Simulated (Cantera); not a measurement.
## Premixed flame

A freely propagating, adiabatic, planar premixed flame of C2H4 : O2 : N2 : CO2 = 1 : 2 : 9 : 0.55 (molar parts), unburnt at 350 K and 1.00 atm; mixture-averaged transport, grid criteria slope 0.08 and curve 0.16, no radiation.

Cantera simulation using GRI-Mech 3.0 (53 species, 325 reactions); the numbers are that mechanism's predictions, not measurements. GRI-Mech 3.0 was tuned for natural gas; its chemistry of ethylene as a main component is partial and can be far from experiment. Burning velocities carry a grid error of a few per cent, more on coarse grids.

| z (mm) | T (K) | u (m/s) | x C2H4 | x O2 | x CO2 | x CH4 | x C2H | x HCN |
|---|---|---|---|---|---|---|---|---|
| -1.15 | 350 | 0.499 | 0.0796 | 0.159 | 0.0438 | 2.20e-7 | <1e-8 | <1e-8 |
| -0.764 | 351 | 0.501 | 0.0794 | 0.159 | 0.0437 | 2.88e-6 | <1e-8 | <1e-8 |
| -0.573 | 356 | 0.509 | 0.0792 | 0.158 | 0.0436 | 1.46e-5 | <1e-8 | <1e-8 |
| -0.382 | 393 | 0.566 | 0.0779 | 0.155 | 0.0434 | 0.000104 | <1e-8 | 6.29e-8 |
| -0.191 | 712 | 1.05 | 0.0648 | 0.127 | 0.0443 | 0.000885 | <1e-8 | 1.14e-6 |
| -0.0955 | 1085 | 1.63 | 0.0436 | 0.0917 | 0.0475 | 0.00189 | <1e-8 | 3.30e-6 |
| 0 | 1440 | 2.20 | 0.0192 | 0.0536 | 0.0527 | 0.00238 | 4.26e-7 | 7.56e-6 |
| 0.0955 | 1667 | 2.58 | 0.00498 | 0.0274 | 0.0582 | 0.00163 | 2.35e-6 | 1.48e-5 |
| 0.191 | 1790 | 2.78 | 0.000775 | 0.0128 | 0.0630 | 0.000724 | 3.45e-6 | 2.26e-5 |
| 0.382 | 1874 | 2.90 | 8.98e-6 | 0.00263 | 0.0699 | 9.40e-5 | 1.19e-6 | 2.71e-5 |
| 0.764 | 1899 | 2.94 | 1.94e-8 | 0.000280 | 0.0750 | 3.22e-6 | 7.15e-8 | 1.94e-5 |
| 1.53 | 1911 | 2.95 | <1e-8 | 0.000119 | 0.0763 | 5.44e-8 | <1e-8 | 9.50e-6 |
| 3.06 | 1922 | 2.97 | <1e-8 | 6.39e-5 | 0.0762 | <1e-8 | <1e-8 | 3.75e-6 |
x: mole fraction of selected species; z is measured from the peak of heat release.

| Quantity | Result |
|---|---|
| laminar burning velocity | 49.8 cm/s |
| thermal thickness | 0.382 mm |
| peak x(CH4) | 0.00239 |
| peak x(C2H) | 3.47e-6 |
| peak x(HCN) | 2.73e-5 |
| grid points | 146 |
